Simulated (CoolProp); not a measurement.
Model: reference Helmholtz-energy equation of state, Guder 2009, in CoolProp.

Task: Give the vapour pressure (bar), liquid density (kg/m³), liquid cp (kJ/(kg K)), vapour Z of saturated sulfur hexafluoride at 281.7 K.

Result: 
```
T (K)  p (bar)  liquid density (kg/m³)  liquid cp (kJ/(kg K))  vapour Z
-----  -------  ----------------------  ---------------------  --------
281.7     15.7                    1490                   1.10     0.725
```
